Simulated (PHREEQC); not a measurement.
Consider water at 25 °C with 0.073 mol H2SiF6 per kg of water. Closed to the air; pH follows from the charge balance.

Computed with PHREEQC (ion-association model, phreeqc.dat).

### Question
The ionic strength comes out as 0.214 mol/kgw. What activity coefficients do SiF6-2, F-, HF2-, H+ get?

### Answer
SiF6-2 0.29, F- 0.70, HF2- 0.74, H+ 0.79.

Precipitation was switched off in this run. The solution is supersaturated, for example in Quartz (slow to form), Chalcedony (slow to form), so a real one may precipitate; this is no full list. Species that the database lacks are ignored. SiF6-2 is the database's only silicon fluoride.
